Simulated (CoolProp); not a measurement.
Saturated liquid density (kg/m³) of R1234yf: the reference equation beside estimates from Tc = 367.8 K, pc = 33.84 bar, ω = 0.276. Rackett uses Z = 0.29056 − 0.08775 ω.

The numbers come from the reference Helmholtz-energy equation of state, Lemmon 2022 in CoolProp.

```csv
T (K),reference,Rackett,Redlich-Kwong,Soave-Redlich-Kwong,Peng-Robinson
216.7,1336,1322,1155,1193,1345
219.7,1328,1314,1148,1186,1338
222.8,1320,1306,1140,1179,1331
225.9,1312,1298,1132,1172,1323
229,1303,1290,1124,1165,1315
232.1,1295,1282,1116,1157,1307
235.1,1287,1274,1108,1150,1299
238.2,1278,1265,1100,1142,1291
241.3,1270,1257,1091,1134,1283
244.4,1261,1248,1082,1126,1274
247.4,1253,1239,1074,1119,1265
250.5,1244,1231,1065,1110,1256
253.6,1235,1222,1056,1102,1247
256.7,1226,1213,1047,1093,1237
259.8,1217,1204,1037,1084,1227
```

Absolute difference from the reference over all 15 rows, mean and median: Rackett 1.0 and 1.0 %, Redlich-Kwong 14.0 and 13.9 %, Soave-Redlich-Kwong 10.7 and 10.7 %, Peng-Robinson 0.9 and 0.9 %.
